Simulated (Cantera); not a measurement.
A closed system holds: 1 mol c-C4F8, 0.16 mol HCl, at 0.00270 bar.

These are equilibrium values from Cantera (NASA tables, ideal gas, pure condensed phases), not measurements of a reactor. Candidate condensed phases: C, C6H6, C7H8, C8H18; 135 gas species. Ions and electrons are included (thermal ionisation). The feed counts by its element totals alone. Equilibrium is a limit: real reactors are often held back by kinetics, nucleation or transport. All values below are at 4250 K.

Base state: F 0.650, C 0.319, Cl 0.0130, H 0.0129, C2 0.00248, CF 0.00175, HF 0.000127, C3 7.69e-5 (mole fractions); condensed: gas only.

Q: What changes in the equilibrium state with this change: c-C4F8 replaced by CF4?

A: 
```json
[
 {"species": "F", "before": "0.650", "after": "0.752"},
 {"species": "C", "before": "0.319", "after": "0.185"},
 {"species": "Cl", "before": "0.0130", "after": "0.0301"},
 {"species": "H", "before": "0.0129", "after": "0.0298"},
 {"species": "C3", "before": "7.69e-5", "after": "1.51e-5"},
 {"species": "C2", "before": "0.00248", "after": "0.000839"}
]
```
